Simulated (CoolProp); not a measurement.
Saturated liquid density (kg/m³) of o-xylene: the reference equation beside estimates from Tc = 630.3 K, pc = 3.737 MPa, ω = 0.312. Rackett uses Z = 0.29056 − 0.08775 ω.

The numbers come from the reference Helmholtz-energy equation of state, Zhou 2012 in CoolProp.

| T (K) | reference | Rackett | van der Waals | Redlich-Kwong | Soave-Redlich-Kwong | Peng-Robinson |
|---|---|---|---|---|---|---|
| 486.8 | 696.1 | 689.9 | 402.8 | 574.0 | 607.6 | 689.2 |
| 492.9 | 688.9 | 682.5 | 398.5 | 566.3 | 599.9 | 680.6 |
| 498.9 | 681.6 | 675.0 | 394.2 | 558.5 | 592.1 | 671.9 |
| 505 | 674.0 | 667.3 | 389.7 | 550.4 | 583.9 | 662.7 |
| 511 | 666.4 | 659.5 | 385.1 | 542.2 | 575.6 | 653.3 |
| 517.1 | 658.4 | 651.4 | 380.3 | 533.6 | 566.8 | 643.4 |
| 523.1 | 650.3 | 643.3 | 375.5 | 524.9 | 557.9 | 633.4 |
| 529.2 | 641.8 | 634.7 | 370.5 | 515.8 | 548.5 | 622.7 |
| 535.2 | 633.1 | 626.1 | 365.3 | 506.6 | 538.9 | 611.8 |

Absolute difference from the reference over all 9 rows, mean and median: Rackett 1.0 and 1.0 %, van der Waals 42.2 and 42.2 %, Redlich-Kwong 18.7 and 18.6 %, Soave-Redlich-Kwong 13.7 and 13.6 %, Peng-Robinson 2.1 and 2.0 %.
